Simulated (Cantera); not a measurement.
Input: 1 mol FeS2, 240 mol H2, 0.49 mol H2O, at 1000 Pa.

Equilibrium computed with Cantera from the NASA thermochemical tables; the gas is ideal and each condensed phase is pure. Candidate condensed phases: Fe, FeO, Fe(OH)2, Fe(OH)3, FeS, FeSO4, FeS2, Fe2O3, Fe2(SO4)3, Fe3O4, H2O, H2SO4, S; 22 gas species. Rates play no part.

x: gas mole fraction; n: condensed amount in mol.

| T (°C) | x H2 | x H | x Fe | x H2S | x SH | x H2O | x S | n Fe(δ) |
|---|---|---|---|---|---|---|---|---|
| 1502 | 0.986 | 0.00287 | 0.00204 | 0.00411 | 0.00143 | 0.00202 | 0.000214 | 0.507 |
| 1552 | 0.983 | 0.00437 | 0.00412 | 0.00357 | 0.00169 | 0.00201 | 0.000330 | 0 |
| 1602 | 0.981 | … | 0.00412 | … | … | 0.00201 | … | 0 |
| 1652 | 0.978 | … | 0.00411 | … | … | 0.00200 | … | 0 |
| 1702 | 0.974 | 0.0135 | 0.00410 | 0.00222 | 0.00240 | 0.00199 | 0.000971 | 0 |
| 1752 | 0.968 | 0.0189 | 0.00409 | 0.00186 | 0.00258 | 0.00198 | 0.00130 | 0 |
| 1802 | 0.961 | 0.0261 | 0.00407 | 0.00154 | 0.00272 | 0.00197 | 0.00169 | 0 |

### Question
What belongs in the gaps?

### Answer

- 1652, x H: 0.00945
- 1652, x H2S: 0.00262
- 1652, x SH: 0.00218
- 1652, x S: 0.000702
- 1602, x H: 0.00649
- 1602, x H2S: 0.00307
- 1602, x SH: 0.00194
- 1602, x S: 0.000490
